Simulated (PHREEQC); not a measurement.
Dissolve 0.12 mol HF, 0.0004 mol NaF and 0.35 mol AgF per kg of water at 25 °C. It is in equilibrium with CO2 at log p = -3.4 (atm). Otherwise closed; pH follows from the charge balance.

Computed with PHREEQC (ion-association model, wateq4f.dat).

This is a speciation only: nothing precipitates in the calculation.

### Question
What pH does the model give?

### Answer
pH 3.62.

### Question
In which forms is F present?

### Answer
F- 49 %, HF2- 21 %, AgF 15 %, HF 11 %, H2F2 3.4 % of the F.
